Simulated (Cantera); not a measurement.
Cantera run:

```python
import numpy as np
import cantera as ct

gas_names = """
    H H2 Si SiH SiH2 SiH3 SiH4 Si2 Si3
""".split()
cond_names = """
    Si(cr) Si(L)
""".split()


# ... load() reads the species with a 1 bar reference pressure and builds the phases ...
atoms = {
    'SiH4': {'Si': 1, 'H': 4},
    'H2': {'H': 2},
}
top_T = {}  # K; cautious upper limits of use, not melting points


# ... equilibrate(T, P, feed) seeds the gas with the atoms and calls Mixture.equilibrate('TP', solver="vcs", rtol=1e-11, max_steps=5000) ...
results = []
feed = {'SiH4': 1, 'H2': 50}  # mol
P = 100000  # Pa
for T in [1123, 1223, 1323, 1423, 1523, 1623, 1723, 1823]:
    mix = equilibrate(T, P, feed)
    results.append((T, P, feed, dict(zip(mix.species_names, mix.species_moles))))

top = {s: max(r[3][s] / sum(r[3][g] for g in gas_names) for r in results) for s in gas_names}
cols = sorted((s for s in top if top[s] > 0.001), key=lambda s: -top[s])[:9]
seen = [c for c in cond_names if any(r[3].get(c, 0) > 1e-12 for r in results)]
print("log10 of partial pressures in bar; condensed amounts in mol")
print(f"{'T/K':>10s}" + "".join(f"{s[:9]:>10s}" for s in cols + seen))
for T, P, feed, n in results:
    ng = sum(n[g] for g in gas_names)
    print(f"{T:10.4g}" + "".join(f"{np.log10(max(n[s] / ng * P / 1e5, 1e-99)):10.3f}" for s in cols)
          + "".join(f"{n.get(c, 0):10.4g}" for c in seen))
```

Output:

```
log10 of partial pressures in bar; condensed amounts in mol
       T/K        H2    Si(cr)     Si(L)
      1123    -0.000         1         0
      1223    -0.000         1         0
      1323    -0.000         1         0
      1423    -0.000    0.9999         0
      1523    -0.000    0.9998         0
      1623    -0.000    0.9996         0
      1723    -0.000         0    0.9989
      1823    -0.000         0    0.9976
```

Equilibrium computed with Cantera from the NASA thermochemical tables; the gas is ideal and each condensed phase is pure. Gases not in the tables: Si2H6 and higher silanes.
